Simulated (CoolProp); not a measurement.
Vapour-liquid equilibrium of carbon monoxide (1) + methane (2) at 116.1 K; x and y are mole fractions of (1).

Values from CoolProp's multi-fluid Helmholtz-energy mixture model, Lemmon 2006 and Setzmann 1991; pair parameters Kunz 2012.

```csv
x,"bubble pressure, mixture model (bar)","bubble pressure, Raoult's law (bar)","y, mixture model","y, Raoult's law"
0.05,(withheld),2.127,0.359,0.358
0.125,3.350,3.160,0.600,0.602
0.2,4.531,4.194,0.719,0.726
0.275,5.693,5.227,0.788,0.800
0.35,6.808,6.260,0.833,0.851
0.425,7.860,7.293,0.865,0.887
0.5,8.845,8.326,0.889,0.914
0.575,(withheld),9.359,0.907,0.935
0.65,(withheld),10.39,0.924,0.952
0.725,11.53,11.43,(withheld),0.965
0.8,12.41,12.46,0.953,0.977
0.875,13.37,13.49,(withheld),0.987
0.95,14.42,14.53,0.986,0.995
```

Problem. Fill in the missing entries.

Solution. 
- 0.05, bubble pressure, mixture model (bar): 2.185
- 0.575, bubble pressure, mixture model (bar): 9.771
- 0.65, bubble pressure, mixture model (bar): 10.66
- 0.725, y, mixture model: 0.938
- 0.875, y, mixture model: 0.969

The largest gap from Raoult's law is +8.9 % in bubble pressure, at x = 0.275. No azeotrope shows between x = 0.05 and 0.95.

Pair parameters are fitted to limited data, so mixtures are less certain than the pure fluids. The gap from Raoult's law changes sign with composition, which may be real or a fault of the pair parameters; it wasn't checked against measurements.
